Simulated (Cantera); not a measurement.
Input (Python, Cantera):

```python
import numpy as np
import cantera as ct

gas = ct.Solution("gri30.yaml")
gas.TPX = 1850, 2200, {'CH4': 1, 'N2': 76, 'H2O': 1.4}
reactor = ct.IdealGasConstPressureReactor(gas, energy="off", clone=False)
net = ct.ReactorNet([reactor])
net.rtol, net.atol = 1e-08, 1e-18
show = ['CH4', 'C2H6', 'C2H2', 'CH2', 'C2H', 'HCN']
times = np.geomspace(3e-06, 2, 9)

steps = ct.SolutionArray(gas, extra=["t"])
rows = []
print(f"{'t/s':>10s}{'T/K':>9s}{'P/Pa':>11s}" + "".join(f"{s:>11s}" for s in show))
for t in times:
    while net.time < t:
        t_next = net.step()
        steps.append(gas.state, t=t_next)
    rows.append([np.interp(t, steps.t, y) for y in (steps.T, steps.P, *steps(*show).X.T)])
    print(f"{t:10.3e}{rows[-1][0]:9.1f}{rows[-1][1]:11.4g}" + "".join(f"{x:11.3e}" for x in rows[-1][2:]))
rate = np.gradient(steps.T, steps.t)
print("integrator steps:", len(steps.t))
if steps.T.max() > steps.T[0] + 200:
    print(f"time of steepest temperature rise: {steps.t[rate.argmax()]:.4e} s")
gas.TPX = 1850, 2200, {'CH4': 1, 'N2': 76, 'H2O': 1.4}
gas.equilibrate("TP")
print(f"equilibrium (TP): T = {gas.T:.1f} K  " + "  ".join(f"{s} {gas[s].X[0]:.3e}" for s in show))
```

Result:

```
       t/s      T/K       P/Pa        CH4       C2H6       C2H2        CH2        C2H        HCN
 3.000e-06   1850.0       2200  1.276e-02  5.410e-17  2.820e-20  4.272e-15  6.376e-29  4.409e-18
 1.604e-05   1850.0       2200  1.275e-02  9.079e-15  2.340e-17  4.765e-13  1.089e-24  4.904e-16
 8.572e-05   1850.0       2200  1.275e-02  1.918e-12  3.154e-14  6.471e-11  2.285e-20  3.182e-14
 4.582e-04   1850.0       2200  1.273e-02  3.739e-10  6.819e-11  3.911e-09  2.281e-16  1.705e-12
 2.449e-03   1850.0       2200  1.263e-02  2.391e-08  8.020e-08  7.766e-08  6.752e-13  1.197e-10
 1.309e-02   1850.0       2200  1.173e-02  6.451e-07  6.096e-05  1.371e-06  2.373e-09  2.703e-08
 6.999e-02   1850.0       2200  4.069e-03  4.535e-07  3.743e-03  2.738e-06  2.750e-07  4.661e-06
 3.741e-01   1850.0       2200  3.977e-04  1.261e-08  5.307e-03  1.074e-06  5.971e-07  3.443e-05
 2.000e+00   1850.0       2200  2.156e-04  3.710e-09  2.988e-03  5.932e-07  3.382e-07  1.414e-04
integrator steps: 1024
equilibrium (TP): T = 1850.0 K  CH4 9.506e-15  C2H6 2.491e-29  C2H2 2.220e-18  CH2 7.999e-17  C2H 4.518e-22  HCN 9.184e-10
```

Detailed kinetics in Cantera: GRI-Mech 3.0 (53 species, 325 reactions). Radical loss at walls, strong at low pressure, is not modelled.
